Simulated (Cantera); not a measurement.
An isothermal, constant-pressure homogeneous reactor starts with CH4 : H2 = 1 : 75 (molar parts), at 1825 K and 750 Torr.

Model: GRI-Mech 3.0 (53 species, 325 reactions), integrated in Cantera. GRI-Mech 3.0 stops at C3 and has no aromatics, soot or wall deposition, so with more carbon than oxygen in the feed, carbon stays in small species such as C2H2 where larger ones or solid carbon would form.

x: mole fraction; the columns are a selection and need not sum to one.

| t (s) | x CH4 | x H2 | x CH2 | x C2H | x H | x C2H2 | x C2H4 |
|---|---|---|---|---|---|---|---|
| 8.00e-5 | 0.0131 | 0.987 | 7.45e-9 | <1e-12 | 0.000155 | ? | 2.17e-7 |
| 0.000185 | 0.0131 | 0.987 | 2.81e-8 | 1.69e-12 | 0.000304 | ? | 2.18e-6 |
| 0.000428 | 0.0130 | 0.986 | 5.27e-8 | 4.22e-11 | 0.000419 | ? | 8.58e-6 |
| 0.000989 | 0.0129 | 0.986 | 5.62e-8 | 2.36e-10 | 0.000434 | ? | 1.19e-5 |
| 0.00229 | 0.0127 | 0.987 | 5.53e-8 | 6.99e-10 | 0.000434 | ? | 1.36e-5 |
| 0.00529 | 0.0122 | 0.987 | 5.33e-8 | 1.71e-9 | 0.000434 | ? | 1.74e-5 |
| 0.0122 | 0.0112 | 0.987 | 4.92e-8 | 3.77e-9 | 0.000435 | ? | 2.51e-5 |
| 0.0283 | 0.00948 | 0.988 | 4.19e-8 | 7.42e-9 | 0.000436 | ? | 3.91e-5 |
| 0.0654 | 0.00708 | 0.989 | 3.17e-8 | 1.25e-8 | 0.000438 | ? | 5.92e-5 |
| 0.151 | 0.00480 | 0.991 | 2.17e-8 | 1.73e-8 | 0.000440 | ? | 7.90e-5 |
| 0.350 | 0.00354 | 0.991 | 1.62e-8 | 2.01e-8 | 0.000441 | 0.00464 | 9.02e-5 |
| 0.809 | 0.00328 | 0.991 | 1.50e-8 | 2.06e-8 | 0.000442 | 0.00477 | 9.25e-5 |
| 1.87 | 0.00328 | 0.991 | 1.50e-8 | 2.06e-8 | 0.000442 | 0.00477 | 9.26e-5 |
| 4.32 | 0.00328 | 0.991 | 1.50e-8 | 2.06e-8 | 0.000442 | 0.00477 | 9.26e-5 |
| 10.0 | 0.00328 | 0.991 | 1.50e-8 | 2.06e-8 | 0.000442 | 0.00477 | 9.26e-5 |

**Question.** What belongs in the gaps?

**Answer.** 
- 8.00e-5, x C2H2: 1.33e-8
- 0.000185, x C2H2: 5.65e-7
- 0.000428, x C2H2: 1.02e-5
- 0.000989, x C2H2: 5.52e-5
- 0.00229, x C2H2: 0.000164
- 0.00529, x C2H2: 0.000400
- 0.0122, x C2H2: 0.000881
- 0.0283, x C2H2: 0.00173
- 0.0654, x C2H2: 0.00291
- 0.151, x C2H2: 0.00402
